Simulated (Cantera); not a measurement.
**Abatement and gas-phase synthesis: CO₂ + H₂**

Input: 1 mol CO₂, 7.4 mol H₂, held at 14.3 Torr.

Method: chemical equilibrium by Gibbs-energy minimisation in Cantera with the NASA 1993 tables (ideal gas, pure condensed phases). Candidate condensed phases: C, C₆H₆, C₇H₈, C₈H₁₈, H₂O; 110 gas species. Rates play no part.

```
T (°C)   x H₂   x H₂O       x H     x CH₄     x CO    x CO₂
------  -----  ------  --------  --------  -------  -------
352     0.578   0.270    <1e-12     0.134  0.00155   0.0151
502     0.785  0.0928  6.38e-12    0.0120   0.0689   0.0411
652     0.785  0.0956   1.67e-9   5.89e-5   0.0955   0.0235
802     0.777   0.104   9.38e-8   9.65e-7    0.104   0.0150
952     0.772   0.109   1.99e-6   4.29e-8    0.109   0.0104
1102    0.770   0.111   2.18e-5   3.77e-9    0.111  0.00778
1252    0.768   0.113  0.000150  5.36e-10    0.113  0.00616
1402    0.766   0.114  0.000737  1.09e-10    0.114  0.00511
1552    0.764   0.114   0.00279  2.88e-11    0.115  0.00438
1702    0.758   0.115   0.00864  9.27e-12    0.115  0.00386
1852    0.745   0.114    0.0227  3.43e-12    0.114  0.00347
2002    0.719   0.111    0.0522  1.38e-12    0.113  0.00316
2152    0.672   0.106     0.106    <1e-12    0.110  0.00289
2302    0.595  0.0956     0.194    <1e-12    0.104  0.00262
```
x: gas mole fraction; nothing condenses.

From 352 °C to 2302 °C nothing is condensed. The main C-bearing gas is CH₄ at 352 °C and CO at 2302 °C.
